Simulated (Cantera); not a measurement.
Input: 1 mol Si, 2.3 mol Cl2, 6.4 mol H2, held at 700 K and 3.00 bar.

Equilibrium computed with Cantera from the NASA thermochemical tables; the gas is ideal and each condensed phase is pure. Candidate condensed phases: Si; 19 gas species. Equilibrium is a limit: real reactors are often held back by kinetics, nucleation or transport.

Base state: H2 0.792, SiCl4 0.130, HCl 0.0782, SiHCl3 0.000268 (mole fractions); condensed: gas only.

Problem. What changes in the equilibrium state with this change: temperature from 700 K to 1373 K?

Solution. 
```json
[
 {"species": "H2", "before": "0.792", "after": "0.739"},
 {"species": "HCl", "before": "0.0782", "after": "0.133"},
 {"species": "SiCl4", "before": "0.130", "after": "0.0809"},
 {"species": "SiCl3", "before": "1.20e-8", "after": "0.0107"},
 {"species": "SiHCl3", "before": "0.000268", "after": "0.0286"},
 {"species": "SiCl2", "before": "<1e-9", "after": "0.00659"},
 {"species": "SiH2Cl2", "before": "3.65e-8", "after": "0.00149"},
 {"species": "SiH3Cl", "before": "<1e-9", "after": "2.23e-5"}
]
```
The tables' values for SiCl3 are old estimates; treat these amounts as uncertain.
